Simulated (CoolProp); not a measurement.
Vapour-liquid equilibrium of carbon dioxide (1) + R134a (2) at 236.1 K; x and y are mole fractions of (1).

Values from CoolProp's multi-fluid Helmholtz-energy mixture model, Span 1996 and Tillner-Roth 1994; pair parameters Bell 2016.

| x | bubble pressure, mixture model (bar) | bubble pressure, Raoult's law (bar) | y, mixture model | y, Raoult's law |
|---|---|---|---|---|
| 0.05 | 1.019 | 1.126 | 0.435 | 0.497 |
| 0.125 | 1.733 | 1.920 | 0.689 | 0.728 |
| 0.2 | 2.516 | 2.713 | 0.800 | 0.824 |
| 0.275 | 3.339 | 3.507 | 0.861 | 0.877 |
| 0.35 | 4.176 | 4.301 | 0.898 | 0.910 |
| 0.425 | 5.008 | 5.095 | 0.923 | 0.933 |
| 0.5 | 5.824 | 5.889 | 0.941 | 0.949 |
| 0.575 | 6.621 | 6.682 | 0.954 | 0.962 |
| 0.65 | 7.402 | 7.476 | 0.964 | 0.972 |
| 0.725 | 8.174 | 8.270 | 0.973 | 0.980 |
| 0.8 | 8.953 | 9.064 | 0.981 | 0.987 |
| 0.875 | 9.752 | 9.858 | 0.988 | 0.992 |
| 0.95 | 10.59 | 10.65 | 0.995 | 0.997 |

The largest gap from Raoult's law is -9.7 % in bubble pressure, at x = 0.125. No azeotrope shows between x = 0.05 and 0.95.

The pair parameters rest on a limited set of measurements; away from them the model extrapolates.
